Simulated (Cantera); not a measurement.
## FeS + SO3 + H2O (roasting and sulfation)

A closed system holds: 1 mol FeS, 2.5 mol SO3, 0.58 mol H2O, held at 1330 Pa.

Method: chemical equilibrium by Gibbs-energy minimisation in Cantera with the NASA 1993 tables (ideal gas, pure condensed phases). Candidate condensed phases: Fe, FeO, Fe(OH)2, Fe(OH)3, FeS, FeSO4, FeS2, Fe2O3, Fe2(SO4)3, Fe3O4, H2O, H2SO4, S; 22 gas species. Mutual solubility and eutectic melting of coexisting phases are not modelled. The tables' stoichiometric FeO is somewhat more stable than real wüstite, so its field is too wide. FeO, FeS: taken at fixed stoichiometry. Gases not in the tables: S3 to S7. Equilibrium is a limit: real reactors are often held back by kinetics, nucleation or transport.

At 527 °C the condensed part is FeS2(s) + Fe3O4(s). From 577 °C to 727 °C the condensed part is FeS(s) + Fe3O4(s). From 777 °C to 977 °C the condensed part is Fe3O4(s). At 1027 °C the condensed part is FeO(s) + Fe3O4(s). From 1077 °C to 1177 °C the condensed part is FeO(s).

| T (°C) | x SO2 | x H2O | x S2 | x H2 | x SO | x H2S | n FeS2(s) | n Fe3O4(s) | n FeS(s) | n FeO(s) |
|---|---|---|---|---|---|---|---|---|---|---|
| 527 | 0.834 | 0.151 | 0.0119 | 6.61e-5 | 1.51e-6 | 0.00167 | 0.117 | 0.294 | 0 | 0 |
| 577 | 0.826 | 0.149 | 0.0219 | 0.000136 | 5.13e-6 | 0.00211 | 0 | 0.287 | 0.138 | 0 |
| 627 | 0.819 | 0.148 | 0.0293 | 0.000246 | 1.43e-5 | 0.00219 | 0 | 0.299 | 0.102 | 0 |
| 677 | 0.810 | 0.148 | 0.0383 | 0.000420 | 3.58e-5 | 0.00228 | 0 | 0.314 | 0.0589 | 0 |
| 727 | 0.799 | 0.147 | 0.0486 | 0.000682 | 8.15e-5 | 0.00236 | 0 | 0.330 | 0.00899 | 0 |
| 777 | 0.798 | 0.147 | 0.0506 | 0.00101 | 0.000165 | 0.00213 | 0 | 0.333 | 0 | 0 |
| 827 | 0.797 | 0.147 | 0.0506 | 0.00144 | 0.000311 | 0.00189 | 0 | 0.333 | 0 | 0 |
| 877 | 0.797 | 0.146 | 0.0506 | 0.00198 | 0.000553 | 0.00170 | 0 | 0.333 | 0 | 0 |
| 927 | 0.797 | 0.146 | 0.0504 | 0.00265 | 0.000939 | 0.00153 | 0 | 0.333 | 0 | 0 |
| 977 | 0.797 | 0.145 | 0.0502 | 0.00346 | 0.00153 | 0.00139 | 0 | 0.333 | 0 | 0 |
| 1027 | 0.800 | 0.144 | 0.0464 | 0.00432 | 0.00235 | 0.00119 | 0 | 0.281 | 0 | 0.158 |
| 1077 | 0.821 | 0.141 | 0.0282 | 0.00468 | 0.00318 | 0.000739 | 0 | 0 | 0 | 1.000 |
| 1127 | 0.820 | 0.140 | 0.0275 | 0.00576 | 0.00466 | 0.000674 | 0 | 0 | 0 | 1.000 |
| 1177 | 0.819 | 0.139 | 0.0268 | 0.00696 | 0.00662 | 0.000613 | 0 | 0 | 0 | 1.000 |
x: gas mole fraction; n: condensed amount in mol.
